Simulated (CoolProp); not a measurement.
Vapour-liquid equilibrium of carbon dioxide (1) + ethane (2) at 274.1 K; x and y are mole fractions of (1).

The numbers come from the multi-fluid Helmholtz-energy mixture model, Span 1996 and Bücker 2006; pair parameters Kunz 2012 in CoolProp.

Task: Give the bubble pressure and the first vapour's composition at x = 0.2, 0.35, 0.65. Is there an azeotrope?

Result: x = 0.2: 32.08 bar, y = 0.302; x = 0.35: 36.18 bar, y = 0.446; x = 0.65: 40.22 bar, y = 0.666. y crosses x between x = 0.65 and 0.8: the model has an azeotrope there.

Pair parameters are fitted to limited data, so mixtures are less certain than the pure fluids.
